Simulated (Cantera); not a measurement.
Charge: 1 mol SiH2Cl2, 1.5 mol NO, 1.5 mol N2, 1 mol O2, at 8.10 Pa.

These are equilibrium values from Cantera (NASA tables, ideal gas, pure condensed phases), not measurements of a reactor. Candidate condensed phases: H2O, NH4Cl, Si, SiO2, Si2N2O, Si3N4; 47 gas species. The tables hold silica as quartz up to 1696 K and as liquid above; real silica turns to tridymite and cristobalite and melts near 1996 K. Equilibrium is a limit: real reactors are often held back by kinetics, nucleation or transport.

### Question
Which condensed phases are stable at each of these points (T (K)): 775, 875, 975, 1075, 1175, 1275, 1375?

### Answer
```
T (K)  condensed phases  Si condensed (%)
-----  ----------------  ----------------
775      SiO2(α-quartz)             100.0
875      SiO2(β-quartz)             100.0
975      SiO2(β-quartz)             100.0
1075     SiO2(β-quartz)             100.0
1175     SiO2(β-quartz)             100.0
1275     SiO2(β-quartz)             100.0
1375     SiO2(β-quartz)             100.0
```

At 775 K the condensed part is SiO2(α-quartz). From 875 K to 1375 K the condensed part is SiO2(β-quartz).
